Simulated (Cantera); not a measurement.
**Premixed flame**

A freely propagating, adiabatic, planar premixed flame of CH4 : C2H6 : O2 : N2 = 1 : 1.1 : 4.5 : 16.9 (molar parts), equivalence ratio 1.3, unburnt at 325 K and 1.18 atm; mixture-averaged transport, grid criteria slope 0.08 and curve 0.16, no radiation.

Cantera simulation using GRI-Mech 3.0 (53 species, 325 reactions); the numbers are that mechanism's predictions, not measurements. Burning velocities carry a grid error of a few per cent, more on coarse grids.

```csv
z (mm),T (K),u (m/s),x CH4,x C2H6,x O2,x HCN,x NO2,x H2O
-1.17,325,0.351,0.0425,0.0467,0.191,<1e-8,<1e-8,2.65e-5
-0.783,327,0.355,0.0423,0.0466,0.190,<1e-8,<1e-8,0.000302
-0.587,340,0.370,0.0418,0.0463,0.189,2.72e-8,5.71e-8,0.00177
-0.391,448,0.495,0.0392,0.0444,0.179,4.70e-7,6.75e-7,0.0137
-0.196,971,1.11,0.0283,0.0290,0.131,4.93e-6,1.49e-6,0.0659
-0.0979,1402,1.63,0.0182,0.0113,0.0844,1.09e-5,2.82e-7,0.107
0,1775,2.10,0.00633,0.000638,0.0376,2.03e-5,1.45e-8,0.144
0.0979,1944,2.30,0.000870,3.52e-6,0.0123,2.60e-5,<1e-8,0.162
0.196,1992,2.35,8.13e-5,2.25e-8,0.00398,2.06e-5,<1e-8,0.166
0.391,2017,2.37,1.05e-6,<1e-8,0.00101,9.30e-6,<1e-8,0.165
0.783,2040,2.39,<1e-8,<1e-8,0.000527,2.38e-6,<1e-8,0.165
1.57,2064,2.42,<1e-8,<1e-8,0.000285,3.42e-7,<1e-8,0.166
3.13,2085,2.44,<1e-8,<1e-8,0.000120,3.95e-8,<1e-8,0.168
```
x: mole fraction of selected species; z is measured from the peak of heat release.

```
Quantity                      Value
------------------------  ---------
laminar burning velocity  35.0 cm/s
thermal thickness          0.391 mm
peak x(HCN)                 2.60e-5
grid points                     152
```
